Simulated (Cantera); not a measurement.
What does this Cantera script print?

```python
import numpy as np
import cantera as ct

gas = ct.Solution("gri30.yaml")


def delay(T, t_max=10):
    gas.TPX = T, 88000, {'H2': 1, 'O2': 0.862, 'N2': 2.67, 'H2O': 1.1}
    reactor = ct.IdealGasConstPressureReactor(gas, clone=False)
    net = ct.ReactorNet([reactor])
    net.rtol, net.atol = 1e-8, 1e-16
    while net.time < t_max:
        t_old, T_old = net.time, reactor.T
        net.step()
        if reactor.T > T + 400:  # ignition: a rise of 400 K
            return t_old + (T + 400 - T_old) / (reactor.T - T_old) * (net.time - t_old)
    return np.nan


taus = []
for T in [1100, 1150, 1200, 1250, 1300, 1350, 1400, 1450]:
    taus.append(delay(T))
    print(f"T0 = {T:6g} K   tau = {taus[-1]:.4e} s")
```

Output:

```
T0 =   1100 K   tau = 2.1886e-04 s
T0 =   1150 K   tau = 1.1201e-04 s
T0 =   1200 K   tau = 7.4333e-05 s
T0 =   1250 K   tau = 5.5211e-05 s
T0 =   1300 K   tau = 4.3937e-05 s
T0 =   1350 K   tau = 3.6776e-05 s
T0 =   1400 K   tau = 3.2063e-05 s
T0 =   1450 K   tau = 2.8942e-05 s
```

Cantera simulation using GRI-Mech 3.0 (53 species, 325 reactions); the numbers are that mechanism's predictions, not measurements. Where the delays flatten at high temperature, the 400 K rule measures the pace of heat release, not the induction time.
